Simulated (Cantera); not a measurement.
**Thermodynamics of hydrogen reduction and annealing atmospheres, feed PbS + H2**

Charge: 1 mol PbS, a varied amount of H2, equilibrated at 1577 °C and 69000 Pa.

Equilibrium computed with Cantera from the NASA thermochemical tables; the gas is ideal and each condensed phase is pure. Candidate condensed phases: Pb, PbS, S; 10 gas species. The numbers say what is thermodynamically allowed, not how fast it happens.

From 5 mol H2 to 2100 mol H2 nothing is condensed. The main Pb-bearing gas is PbS at 5 mol H2 and Pb at 2100 mol H2.

```csv
n(H2) (mol),x H2,x PbS,x Pb,x H2S,x S2,x SH
5,0.783,0.109,0.0561,0.0427,0.00511,0.00315
8.2,0.850,0.0645,0.0437,0.0352,0.00295,0.00250
14,0.902,0.0344,0.0321,0.0271,0.00155,0.00186
23,0.935,0.0182,0.0234,0.0204,0.000814,0.00138
37,0.957,0.00943,0.0169,0.0150,0.000422,0.00100
62,0.972,0.00438,0.0115,0.0104,0.000196,0.000688
100,0.982,0.00205,0.00785,0.00718,9.18e-5,0.000473
170,0.989,0.000836,0.00501,0.00462,3.76e-5,0.000304
280,0.993,0.000344,0.00321,0.00298,1.55e-5,0.000196
460,0.995,0.000138,0.00203,0.00189,6.20e-6,0.000124
770,0.997,5.18e-5,0.00124,0.00116,2.33e-6,7.61e-5
1300,0.998,1.88e-5,0.000750,0.000701,8.48e-7,4.59e-5
2100,0.998,7.34e-6,0.000468,0.000438,3.31e-7,2.87e-5
```
x: gas mole fraction; nothing condenses.
